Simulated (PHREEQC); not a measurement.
Dissolve 1.9 mmol/kgw FeCl3, 8 mmol/kgw ZnCl2, 0.082 mmol/kgw H2SO4 and 0.18 mmol/kgw Na2SO4 at 20 °C. Closed to the air; pH follows from the charge balance.

Equilibrium calculation in PHREEQC: ion-association model, wateq4f.dat.

No solid was allowed to form.

Question: Order these S species by the share of S that they hold, largest first: FeSO4+, FeHSO4+2, HSO4-, SO4-2, ZnSO4.

Answer: SO4-2 (43 %), FeSO4+ (33 %), ZnSO4 (21 %), HSO4- (3.1 %), FeHSO4+2 (0.20 %)

The pH is 2.88 and the ionic strength 0.0326 mol/kgw. Saturation is exceeded, for instance for Hematite (slow to form), Goethite (slow to form); the values hold only as long as no solid forms.
